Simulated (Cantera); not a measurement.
Cantera run:

```python
import numpy as np
import cantera as ct

gas_names = """
    C CO CO2 C2 C2O C3 C3O2 C4 C5 O O2 O3 Ta TaO TaO2
""".split()
cond_names = """
    C(gr) Ta(cr) Ta(L) TaC(s) TaC(L) Ta2O5(s) Ta2O5(L)
""".split()


# ... load() reads the species with a 1 bar reference pressure and builds the phases ...
atoms = {
    'Ta2O5': {'Ta': 2, 'O': 5},
    'CO': {'C': 1, 'O': 1},
}
top_T = {'C(gr)': 4500}  # K; cautious upper limits of use, not melting points


# ... equilibrate(T, P, feed) seeds the gas with the atoms and calls Mixture.equilibrate('TP', solver="vcs", rtol=1e-11, max_steps=5000) ...
results = []
feed = {'Ta2O5': 1, 'CO': 16}  # mol
T = 2498  # K
P = 1333.22  # Pa
mix = equilibrate(T, P, feed)
results.append((T, P, feed, dict(zip(mix.species_names, mix.species_moles))))
x = sorted(zip(gas.X, gas.species_names), reverse=True)
print(f"T = {T:g} K  P = {P:g} Pa  gas = {mix.phase_moles(0):.4g} mol")
print("   x: " + "  ".join(f"{s} {v:.3e}" for v, s in x if v > 1e-05))
print("   condensed (mol): " + ("  ".join(f"{mix.phase(i).name} {mix.phase_moles(i):.4g}"
      for i in range(1, mix.n_phases) if mix.phase_moles(i) > 1e-12) or "none"))
```

Output:

```
T = 2498 K  P = 1333.22 Pa  gas = 16.28 mol
   x: CO 9.738e-01  TaO2 1.651e-02  CO2 8.754e-03  TaO 5.773e-04  O 3.529e-04
   condensed (mol): Ta2O5(L) 0.8608
```

Method: chemical equilibrium by Gibbs-energy minimisation in Cantera with the NASA 1993 tables (ideal gas, pure condensed phases).
